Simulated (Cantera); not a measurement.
An isothermal, constant-pressure homogeneous reactor starts with 2.15 % CH₄, 97.8 % H₂, at 2000 K and 0.0132 atm.

Model: GRI-Mech 3.0 (53 species, 325 reactions), integrated in Cantera. GRI-Mech 3.0 stops at C3 and has no aromatics, soot or wall deposition, so with more carbon than oxygen in the feed, carbon stays in small species such as C2H2 where larger ones or solid carbon would form. Radical loss at walls, strong at low pressure, is not modelled.

One state of this run: x CH₄ = 0.0193; x H₂ = 0.975; x CH₂ = 5.12e-6; x CH₃ = 0.00134; x C₂H₆ = 9.79e-7; x C₂H₄ = 5.34e-5. x: mole fraction; the columns are a selection and need not sum to one.

Task: Which value of t (s) does it belong to?
A) 1.44
B) 60.0
C) 0.01000
D) 0.00288

Result: C, 0.01000
